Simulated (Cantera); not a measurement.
Aluminium and copper etching: Cu + F2 + H2

Input: 1 mol Cu, 5.8 mol F2, 15 mol H2, held at 10000 Pa.

Equilibrium computed with Cantera from the NASA thermochemical tables; the gas is ideal and each condensed phase is pure. Candidate condensed phases: Cu, CuF2; 15 gas species. Rates play no part.

```csv
T (°C),x HF,x H2,x Cu,x H,x CuF,x H2F2,x Cu2,x F,n Cu(s),n Cu(l)
1050,0.558,0.442,2.68e-6,3.34e-6,2.50e-6,5.33e-7,2.75e-10,2.72e-11,1.000,0
1075,0.558,0.442,4.68e-6,4.87e-6,3.84e-6,5.09e-7,6.03e-10,4.98e-11,1.000,0
1100,0.558,0.442,7.90e-6,7.00e-6,5.72e-6,4.87e-7,1.25e-9,8.92e-11,0,1.000
1125,0.558,0.442,1.30e-5,9.95e-6,8.33e-6,4.67e-7,2.49e-9,1.57e-10,0,1.000
1150,0.558,0.442,2.09e-5,1.40e-5,1.20e-5,4.48e-7,4.84e-9,2.69e-10,0,0.999
1175,0.558,0.442,3.32e-5,1.94e-5,1.70e-5,4.31e-7,9.17e-9,4.55e-10,0,0.999
1200,0.558,0.442,5.17e-5,2.66e-5,2.38e-5,4.15e-7,1.70e-8,7.56e-10,0,0.998
1225,0.558,0.442,7.95e-5,3.61e-5,3.29e-5,4.00e-7,3.08e-8,1.23e-9,0,0.998
1250,0.558,0.442,0.000120,4.86e-5,4.51e-5,3.87e-7,5.46e-8,1.98e-9,0,0.997
```
x: gas mole fraction; n: condensed amount in mol.

From 1050 °C to 1075 °C the condensed part is Cu(s). From 1100 °C to 1250 °C the condensed part is Cu(l). The main Cu-bearing gas is Cu throughout.
